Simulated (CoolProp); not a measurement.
R507A at 293.15 K and 0.11 MPa flows at 8.8 m/s in a round tube of 25 mm bore and 15 µm roughness, fully developed (64/Re and Nu = 3.66 if laminar; Colebrook and Gnielinski if turbulent). Each further row changes one setting.

The numbers come from the reference Helmholtz-energy equation of state, Lemmon 2003 in CoolProp. It is a pseudo-pure fit of the blend.

| case | Reynolds number | Darcy friction factor | pressure drop (Pa/m) | heat-transfer coefficient (W/(m² K)) | mass flow (kg/h) |
|---|---|---|---|---|---|
| as stated | 83600 | 0.0212 | ? | ? | ? |
| velocity 17.6 m/s | 167000 | 0.0196 | ? | ? | 141 |
| diameter 50 mm | 167000 | ? | ? | ? | 283 |

### Question
Complete the blanks.

### Answer

- as stated, pressure drop (Pa/m): 149
- as stated, heat-transfer coefficient (W/(m² K)): 100
- as stated, mass flow (kg/h): 70.7
- velocity 17.6 m/s, pressure drop (Pa/m): 553
- velocity 17.6 m/s, heat-transfer coefficient (W/(m² K)): 186
- diameter 50 mm, Darcy friction factor: 0.0181
- diameter 50 mm, pressure drop (Pa/m): 63.8
- diameter 50 mm, heat-transfer coefficient (W/(m² K)): 85.5

Viscosity comes from a separate model (Geller 2000). Thermal conductivity comes from a separate model (Geller 2001).
